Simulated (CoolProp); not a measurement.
R125 at several states: Z from the reference equation and from simpler models built on Tc = 339.2 K, pc = 3.618 MPa, ω = 0.305; each cubic takes its own stable root.

Values from CoolProp's reference Helmholtz-energy equation of state, Lemmon 2005.

```csv
T (K),p (MPa),phase,reference,van der Waals,Soave-Redlich-Kwong,Peng-Robinson
458.2,14.3,supercritical,___,0.7412,___,0.7760
318.1,4.46,liquid,0.1824,0.2853,0.2118,___
196.7,0.0137,gas,0.9907,0.9961,0.9933,0.9931
196.8,0.272,liquid,___,___,___,0.01204
```

**Question.** Complete the blanks.

**Answer.** 
- 458.2, reference: 0.7541
- 458.2, Soave-Redlich-Kwong: 0.8275
- 318.1, Peng-Robinson: 0.1884
- 196.8, reference: 0.01238
- 196.8, van der Waals: 0.02074
- 196.8, Soave-Redlich-Kwong: 0.01357
